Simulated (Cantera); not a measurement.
Charge: 1 mol SiF₄, 3.5 mol O₃, 10 mol H₂, equilibrated at 74.0 Pa.

Method: chemical equilibrium by Gibbs-energy minimisation in Cantera with the NASA 1993 tables (ideal gas, pure condensed phases). Candidate condensed phases: H₂O, Si, SiO₂; 38 gas species. The tables hold silica as quartz up to 1696 K and as liquid above; real silica turns to tridymite and cristobalite and melts near 1996 K. Equilibrium is a limit: real reactors are often held back by kinetics, nucleation or transport. All values below are at 1400 °C.

Base state: H₂O 0.648, HF 0.326, O₂ 0.0209, OH 0.00262, H₂ 0.00248, H 0.000209, O 0.000178 (mole fractions); condensed: SiO₂(β-quartz).

Question: What changes in the equilibrium state with this change: SiF₄ replaced by TEOS?

Answer: 
```csv
species,before,after
H₂,0.00248,0.570
CO,0,0.265
H₂O,0.648,0.141
HF,0.326,0
CO₂,0,0.0199
O₂,0.0209,1.89e-8
SiO,7.77e-7,0.000817
O,0.000178,1.69e-7
OH,0.00262,3.77e-5
H,0.000209,0.00316
"SiO₂(β-quartz), mol",1.000,0.977
```
The feed counts by its element totals alone. Further candidate phases: C, C₆H₆, C₇H₈, C₈H₁₈, SiC.
